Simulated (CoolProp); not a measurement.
Computed with CoolProp (reference Helmholtz-energy equation of state, Lemmon 2005). It is a short technical equation, of lower accuracy than the large ones.

Task: Give the vapour pressure (bar), liquid density (kg/m³), vapour density (kg/m³), enthalpy of vaporisation (kJ/kg) of saturated trans-2-butene at 66.45 °C.

Result: 
| T (°C) | p (bar) | liquid density (kg/m³) | vapour density (kg/m³) | enthalpy of vaporisation (kJ/kg) |
|---|---|---|---|---|
| 66.45 | 7.29 | 545 | 17.2 | 332 |
